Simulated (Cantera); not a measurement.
Input: 1 mol B2O3, 2.8 mol H2O, 4.9 mol H2, equilibrated at 5.03 Torr.

Equilibrium computed with Cantera from the NASA thermochemical tables; the gas is ideal and each condensed phase is pure. Candidate condensed phases: B, B2O3, B3O3H3, H2O; 23 gas species. Rates play no part. All values below are at 1552 °C.

Base state: H2 0.559, H2O 0.222, HBO2 0.200, B2O3 0.0139, H 0.00402, HBO 0.00144, BO 0.000179, BO2 0.000122 (mole fractions); condensed: gas only.

### Question
What changes in the equilibrium state with this change: H2O from 2.8 to 0.092 mol?

### Answer
```json
[
 {"species": "H2", "before": "0.559", "after": "0.766"},
 {"species": "B2O3", "before": "0.0139", "after": "0.101"},
 {"species": "HBO2", "before": "0.200", "after": "0.0762"},
 {"species": "H2O", "before": "0.222", "after": "0.00446"},
 {"species": "HBO", "before": "0.00144", "after": "0.0374"},
 {"species": "B2O2", "before": "1.34e-5", "after": "0.00663"},
 {"species": "OH", "before": "0.000112", "after": "1.92e-6"}
]
```
